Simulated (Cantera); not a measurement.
Charge: 1 mol CH3F, 6.1 mol H2, held at 2823.15 K.

Cantera equilibrium calculation (NASA polynomials, part measured and part estimated; ideal gas, pure solids and liquids). Candidate condensed phases: C, C6H6, C7H8, C8H18; 95 gas species. Kinetics and transport are ignored.

Problem. At 0.190 bar, list the 4 most abundant gas species with their mole fractions, and the condensed phases.

Solution. H2 0.691, H 0.169, HF 0.113, C2H2 (acetylene) 0.0249. Condensed: C(graphite).
